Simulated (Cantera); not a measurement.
Input (Python, Cantera) and output of one run.

```python
import numpy as np
import cantera as ct

gas_names = """
    CL CLO CL2 Cs CsCL CsO CsOH Cs2 Cs2CL2 Cs2O Cs2O2H2 H HCL HOCL HO2 H2 H2O H2O2 O OH O2 O3
""".split()
cond_names = """
    Cs(cr) Cs(L) CsCL(a) CsCL(b) CsCL(L) CsOH(a) CsOH(b) CsOH(c) CsOH(L) H2O(s) H2O(L)
""".split()


# ... load() reads the species with a 1 bar reference pressure and builds the phases ...
atoms = {
    'CsCl': {'Cs': 1, 'CL': 1},
    'HCl': {'H': 1, 'CL': 1},
    'H2': {'H': 2},
    'O2': {'O': 2},
}
top_T = {}  # K; cautious upper limits of use, not melting points


# ... equilibrate(T, P, feed) seeds the gas with the atoms and calls Mixture.equilibrate('TP', solver="vcs", rtol=1e-11, max_steps=5000) ...
results = []
feed = {'CsCl': 1, 'HCl': 2.1, 'H2': 9.8, 'O2': 0.16}  # mol
T = 2223.15  # K
P = 73  # Pa
mix = equilibrate(T, P, feed)
results.append((T, P, feed, dict(zip(mix.species_names, mix.species_moles))))
print(gas.report(threshold=0.0001))
for i in range(1, mix.n_phases):
    print(f"{mix.phase(i).name:16s} {mix.phase_moles(i):12.5e} mol")
```

Output:

```
       temperature   2223.2 K
          pressure   73 Pa
           density   7.359e-05 kg/m^3
  mean mol. weight   18.634 kg/kmol
   phase of matter   gas

                          1 kg             1 kmol
                     ---------------   ---------------
          enthalpy        3.7607e+06        7.0075e+07  J
   internal energy        2.7687e+06        5.1591e+07  J
           entropy             14738        2.7462e+05  J/K
    Gibbs function       -2.9003e+07       -5.4044e+08  J
 heat capacity c_p            1752.8             32660  J/K
 heat capacity c_v            1306.5             24346  J/K

                      mass frac. Y      mole frac. X     chem. pot. / RT
                     ---------------   ---------------   ---------------
                CL          0.053999          0.028384           -27.163
                Cs          0.059473         0.0083383           -31.842
              CsCL           0.54852           0.06071           -59.005
                 H         0.0097376           0.18001           -13.799
               HCL           0.24459           0.12501           -40.962
                H2          0.062259           0.57545           -27.598
               H2O          0.020231          0.020926           -52.118
                 O        0.00017613        0.00020514            -24.52
                OH        0.00086307        0.00094561           -38.319
     [  +13 minor]         0.0001508        2.1321e-05

CsCL(L)           0.00000e+00 mol
CsOH(L)           0.00000e+00 mol
```

Cantera equilibrium calculation (NASA polynomials, part measured and part estimated; ideal gas, pure solids and liquids).
